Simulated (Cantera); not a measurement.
Charge: 1 mol CH3SiCl3, 0.035 mol C3H8, 5.6 mol H2, held at 3.10 mbar.

Cantera equilibrium calculation (NASA polynomials, part measured and part estimated; ideal gas, pure solids and liquids). Candidate condensed phases: C, C6H6, C7H8, C8H18, Si, SiC; 109 gas species. The feed counts by its element totals alone. The tables' values for SiCl3 are old estimates; treat these amounts as uncertain. Kinetics and transport are ignored. All values below are at 1300 K.

Base state: H2 0.660, HCl 0.337, SiCl2 0.00136, SiCl4 0.000532, SiCl3 0.000349, SiHCl3 4.74e-5, H 1.61e-5, CH4 1.06e-5 (mole fractions); condensed: C(graphite) + SiC(s).

Question: What changes in the equilibrium state with this change: H2 from 5.6 to 160 mol?

Answer: 
```json
[
 {"species": "H2", "before": "0.660", "after": "0.982"},
 {"species": "HCl", "before": "0.337", "after": "0.0184"},
 {"species": "CH4", "before": "1.06e-5", "after": "2.35e-5"},
 {"species": "SiCl2", "before": "0.00136", "after": "2.72e-6"},
 {"species": "SiCl4", "before": "0.000532", "after": "2.12e-9"},
 {"species": "SiCl3", "before": "0.000349", "after": "3.12e-8"},
 {"species": "SiHCl3", "before": "4.74e-5", "after": "5.16e-9"},
 {"species": "H", "before": "1.61e-5", "after": "1.97e-5"},
 {"species": "C(graphite), mol", "before": "0.125", "after": "0.101"},
 {"species": "SiC(s), mol", "before": "0.980", "after": "1.000"}
]
```
